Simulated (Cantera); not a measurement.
Feed: 1 mol SiCl4, 12 mol NH3, equilibrated at 13.3 mbar.

Equilibrium computed with Cantera from the NASA thermochemical tables; the gas is ideal and each condensed phase is pure. Candidate condensed phases: NH4Cl, Si, Si3N4; 28 gas species. The tables' values for SiCl3, SiCl are old estimates; treat these amounts as uncertain. Kinetics and transport are ignored. All values below are at 1698 K.

Base state: H2 0.649, N2 0.227, HCl 0.0931, SiCl2 0.0301, H 0.00101, SiCl3 0.000327, Cl 0.000113, SiCl 6.79e-5 (mole fractions); condensed: Si3N4(s).

Problem. What changes in the equilibrium state with this change: SiCl4 replaced by SiH4?

Solution. 
```tsv
species	before	after
H2	0.649	0.788
N2	0.227	0.210
H	0.00101	0.00111
HCl	0.0931	0
SiCl2	0.0301	0
Si	3.09e-5	3.25e-5
SiCl3	0.000327	0
Cl	0.000113	0
SiCl	6.79e-5	0
Si3N4(s), mol	0.0694	0.333
```
